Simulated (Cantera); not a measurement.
Premixed flame

A freely propagating, adiabatic, planar premixed flame of 19.0 % H2, 11.6 % O2, 50.9 % N2, 18.6 % H2O, equivalence ratio 0.82, unburnt at 525 K and 75000 Pa; multicomponent transport, grid criteria slope 0.08 and curve 0.16, no radiation.

Cantera simulation using the H2/O2 subset of GRI-Mech 3.0, which has no nitrogen chemistry; the numbers are that mechanism's predictions, not measurements. Burning velocities carry a grid error of a few per cent, more on coarse grids.

```json
[
 {"z (mm)": "-1.79", "T (K)": "525", "u (m/s)": "2.04", "x H2": "0.190", "x O2": "0.116", "x H2O": "0.186", "x OH": "<1e-8", "x H": "<1e-8", "x H2O2": "<1e-8"},
 {"z (mm)": "-1.19", "T (K)": "525", "u (m/s)": "2.04", "x H2": "0.189", "x O2": "0.116", "x H2O": "0.186", "x OH": "<1e-8", "x H": "<1e-8", "x H2O2": "<1e-8"},
 {"z (mm)": "-0.893", "T (K)": "525", "u (m/s)": "2.04", "x H2": "0.188", "x O2": "0.116", "x H2O": "0.186", "x OH": "<1e-8", "x H": "<1e-8", "x H2O2": "1.98e-8"},
 {"z (mm)": "-0.595", "T (K)": "527", "u (m/s)": "2.04", "x H2": "0.185", "x O2": "0.116", "x H2O": "0.187", "x OH": "<1e-8", "x H": "<1e-8", "x H2O2": "4.64e-7"},
 {"z (mm)": "-0.298", "T (K)": "575", "u (m/s)": "2.18", "x H2": "0.162", "x O2": "0.118", "x H2O": "0.196", "x OH": "1.55e-5", "x H": "1.57e-5", "x H2O2": "2.42e-5"},
 {"z (mm)": "-0.149", "T (K)": "789", "u (m/s)": "2.91", "x H2": "0.127", "x O2": "0.110", "x H2O": "0.225", "x OH": "0.000383", "x H": "0.000929", "x H2O2": "4.10e-5"},
 {"z (mm)": "0", "T (K)": "1111", "u (m/s)": "4.02", "x H2": "0.0799", "x O2": "0.0860", "x H2O": "0.281", "x OH": "0.00124", "x H": "0.00596", "x H2O2": "1.22e-5"},
 {"z (mm)": "0.149", "T (K)": "1345", "u (m/s)": "4.84", "x H2": "0.0415", "x O2": "0.0573", "x H2O": "0.335", "x OH": "0.00361", "x H": "0.0111", "x H2O2": "5.34e-6"},
 {"z (mm)": "0.298", "T (K)": "1478", "u (m/s)": "5.30", "x H2": "0.0247", "x O2": "0.0420", "x H2O": "0.361", "x OH": "0.00587", "x H": "0.0112", "x H2O2": "3.64e-6"},
 {"z (mm)": "0.595", "T (K)": "1607", "u (m/s)": "5.73", "x H2": "0.0161", "x O2": "0.0336", "x H2O": "0.379", "x OH": "0.00719", "x H": "0.00733", "x H2O2": "1.89e-6"},
 {"z (mm)": "1.19", "T (K)": "1711", "u (m/s)": "6.07", "x H2": "0.0109", "x O2": "0.0297", "x H2O": "0.390", "x OH": "0.00669", "x H": "0.00346", "x H2O2": "9.50e-7"},
 {"z (mm)": "2.38", "T (K)": "1782", "u (m/s)": "6.29", "x H2": "0.00618", "x O2": "0.0271", "x H2O": "0.400", "x OH": "0.00532", "x H": "0.00128", "x H2O2": "5.21e-7"},
 {"z (mm)": "4.76", "T (K)": "1823", "u (m/s)": "6.42", "x H2": "0.00289", "x O2": "0.0257", "x H2O": "0.406", "x OH": "0.00375", "x H": "0.000379", "x H2O2": "2.92e-7"}
]
```
x: mole fraction of selected species; z is measured from the peak of heat release.

```
Property                     Value
------------------------  --------
laminar burning velocity  204 cm/s
thermal thickness         0.595 mm
peak x(OH)                 0.00721
peak x(H)                   0.0116
peak x(H2O2)               4.42e-5
grid points                    103
```
